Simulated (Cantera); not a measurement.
A perfectly stirred reactor is fed with CH4 : O2 : N2 = 1 : 1.33 : 5.01 (molar parts), equivalence ratio 1.5, at 2330 Torr; it is adiabatic with a 800 K inlet, and is followed from long to short residence time, starting on the burning branch (τ in s: 0.04, 0.012, 0.0039, 0.0012, 0.00038, 0.00012, 3.7e-05, 1.2e-05, 3.6e-06).

Model: GRI-Mech 3.0 (53 species, 325 reactions), integrated in Cantera.

Task: Predict: blow-out, bracketed by the residence times tried; x(CH4) at τ = 40.0 ms; x(O2) at τ = 40.0 ms; x(HCO) at τ = 40.0 ms; x(H) at τ = 40.0 ms; x(CH3) at τ = 40.0 ms; x(CH4) at τ = 0.380 ms; x(O2) at τ = 0.380 ms; x(HCO) at τ = 0.380 ms; x(H) at τ = 0.380 ms; x(CH3) at τ = 0.380 ms.

Result: 
```json
{
 "blow_out_bracketed_by_the_residence_times_tried": "burning at 0.120 ms, out at 37.0 µs",
 "x(CH4) at τ = 40.0 ms": "8.27e-5",
 "x(O2) at τ = 40.0 ms": "5.19e-5",
 "x(HCO) at τ = 40.0 ms": "1.29e-7",
 "x(H) at τ = 40.0 ms": "0.00161",
 "x(CH3) at τ = 40.0 ms": "2.93e-5",
 "x(CH4) at τ = 0.380 ms": "0.00191",
 "x(O2) at τ = 0.380 ms": "0.00277",
 "x(HCO) at τ = 0.380 ms": "2.97e-6",
 "x(H) at τ = 0.380 ms": "0.00258",
 "x(CH3) at τ = 0.380 ms": "0.000965"
}
```
